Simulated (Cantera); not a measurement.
A closed system holds: 1 mol Si2Cl6, 6.8 mol NH3, 10 mol N2, equilibrated at 66.0 mbar.

Method: chemical equilibrium by Gibbs-energy minimisation in Cantera with the NASA 1993 tables (ideal gas, pure condensed phases). Candidate condensed phases: NH4Cl, Si, Si3N4; 28 gas species. The feed counts by its element totals alone. Equilibrium is a limit: real reactors are often held back by kinetics, nucleation or transport.

Question: What share of the Si ends up in condensed phases as a function of T (K), at 1448, 1498, 1548, 1598, 1648, 1698, 1748?

Answer: 
```csv
T (K),Si condensed (%),as
1448,92.0,Si3N4(s)
1498,88.1,Si3N4(s)
1548,82.0,Si3N4(s)
1598,73.6,Si3N4(s)
1648,63.3,Si3N4(s)
1698,51.7,Si3N4(s)
1748,39.8,Si3N4(s)
```
